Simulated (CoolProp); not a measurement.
Vapour-liquid equilibrium of n-heptane (1) + ethylbenzene (2) at 0.00221 MPa; x and y are mole fractions of (1).

The numbers come from the multi-fluid Helmholtz-energy mixture model, Span 2003 and Zhou 2012; pair parameters Bell 2016 in CoolProp.

```csv
x,"bubble temperature, mixture model (K)","bubble temperature, Raoult's law (K)","y, mixture model","y, Raoult's law"
0.05,303.3,305.0,0.264,0.193
0.125,298.2,301.2,0.487,0.400
0.2,294.6,297.9,0.615,0.544
0.275,291.9,295.1,0.698,0.649
0.35,(withheld),292.6,0.757,0.728
0.425,288.0,290.5,0.801,0.789
0.5,286.5,288.5,0.837,0.837
0.575,285.2,286.8,(withheld),0.876
0.65,(withheld),285.2,0.895,0.907
0.725,282.9,283.8,0.919,0.934
0.8,(withheld),282.5,0.942,0.956
0.875,280.9,281.2,0.964,0.974
0.95,280.0,280.1,0.985,0.991
```

Task: Some entries are withheld; supply them.

Result: 
- 0.35, bubble temperature, mixture model (K): 289.8
- 0.575, y, mixture model: 0.868
- 0.65, bubble temperature, mixture model (K): 284.0
- 0.8, bubble temperature, mixture model (K): 281.9

The largest gap from Raoult's law is -3.3 K in bubble temperature, at x = 0.2. No azeotrope shows between x = 0.05 and 0.95.

Pair parameters are fitted to limited data, so mixtures are less certain than the pure fluids.
